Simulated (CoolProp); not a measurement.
A single-stage vapour-compression cycle with R141b: evaporating at 261.15 K (dew point), condensing at 326.15 K (bubble point), superheat 5 K, subcooling 5 K, compressor efficiency 0.75, no pressure losses. Each further row changes one setting.

Computed with CoolProp (reference Helmholtz-energy equation of state, Lemmon 2006). It is a short technical equation, of lower accuracy than the large ones.

| case | cooling COP | pressure ratio | discharge temperature (K) | refrigerating effect (kJ/kg) | volumetric capacity (kJ/m³) |
|---|---|---|---|---|---|
| as stated | 2.50 | 12.7 | 361.4 | 178 | 150 |
| evaporating temperature 266.15 K | 2.82 | 9.91 | 357.6 | 181 | 192 |
| condensing temperature 321.15 K | 2.77 | 10.9 | 355.3 | 184 | 155 |
| subcooling 10 K | 2.59 | 12.7 | 361.4 | 184 | 155 |
| superheat 15 K | 2.51 | 12.7 | 372.7 | 185 | 150 |
| compressor efficiency 0.65 | 2.17 | 12.7 | 373.8 | 178 | 150 |
